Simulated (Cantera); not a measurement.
Input: 1 mol CH3F, 0.096 mol H2, equilibrated at 2548.15 K and 13.3 mbar.

These are equilibrium values from Cantera (NASA tables, ideal gas, pure condensed phases), not measurements of a reactor. Candidate condensed phases: C, C6H6, C7H8, C8H18; 95 gas species. Kinetics and transport are ignored.

Base state: HF 0.436, H2 0.390, H 0.167, C2H2 (acetylene) 0.00515, F 0.000443, C2H 0.000175, C3 7.77e-5, C4H2 2.81e-5 (mole fractions); condensed: C(graphite).

Task: What changes in the equilibrium state with this change: pressure from 13.3 mbar to 0.133 bar?

Result: 
```
species             before     after
----------------  --------  --------
H2                   0.390     0.472
HF                   0.436     0.463
H                    0.167    0.0582
C3                 7.77e-5   7.77e-6
C                  2.39e-5   2.39e-6
CF                 1.67e-5   5.10e-6
F                 0.000443  0.000135
C(graphite), mol     0.975     0.972
```

Task: What changes in the equilibrium state with this change: temperature from 2548.15 K to 3173 K?

Result: 
```
species             before     after
----------------  --------  --------
H                    0.167     0.538
HF                   0.436     0.269
C3                 7.77e-5    0.0745
H2                   0.390    0.0566
C                  2.39e-5    0.0148
F                 0.000443    0.0213
C4                 5.83e-8  0.000331
C5                 2.84e-7   0.00152
C2                 7.23e-6   0.00950
CF                 1.67e-5   0.00284
C(graphite), mol     0.975         0
```

Task: What changes in the equilibrium state with this change: pressure from 13.3 mbar to 1.70 Pa?

Result: 
```tsv
species	before	after
H	0.167	0.633
HF	0.436	0.224
C3	7.77e-5	0.0610
H2	0.390	0.00711
C	2.39e-5	0.0187
F	0.000443	0.0472
C5	2.84e-7	0.000223
C2	7.23e-6	0.00567
C4	5.83e-8	4.57e-5
CF	1.67e-5	0.00178
C2H2 (acetylene)	0.00515	9.39e-5
C(graphite), mol	0.975	0.204
```
